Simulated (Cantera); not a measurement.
Charge: 1 mol Si2H6, 7.8 mol NO, 0.5 mol H2, 0.054 mol O3, held at 7.60 mbar.

Equilibrium computed with Cantera from the NASA thermochemical tables; the gas is ideal and each condensed phase is pure. Candidate condensed phases: H2O, Si, SiO2, Si2N2O, Si3N4; 35 gas species. The feed counts by its element totals alone. Rates play no part.

x: gas mole fraction; n: condensed amount in mol.

```tsv
T (K)	x N2	x H2O	x O2	x NO	x OH	n SiO2(α-quartz)	n SiO2(β-quartz)
648	0.511	0.459	0.0303	2.44e-8	1.29e-11	2.00	0
698	0.511	0.459	0.0303	…	…	2.00	0
748	0.511	0.459	0.0303	2.36e-7	7.16e-10	2.00	0
798	0.511	0.459	0.0303	5.92e-7	3.67e-9	2.00	0
848	0.511	0.459	0.0303	1.33e-6	1.55e-8	0	2.00
898	0.511	0.459	0.0303	…	…	0	2.00
948	0.511	0.459	0.0303	5.23e-6	1.76e-7	0	2.00
998	0.511	0.459	0.0303	9.36e-6	4.94e-7	0	2.00
1048	0.511	0.459	0.0303	1.58e-5	1.26e-6	0	2.00
1098	0.511	0.459	0.0303	2.55e-5	2.94e-6	0	2.00
```

Task: Complete the blanks.

Result: 
- 898, x NO: 2.74e-6
- 898, x OH: 5.59e-8
- 698, x NO: 8.23e-8
- 698, x OH: 1.11e-10
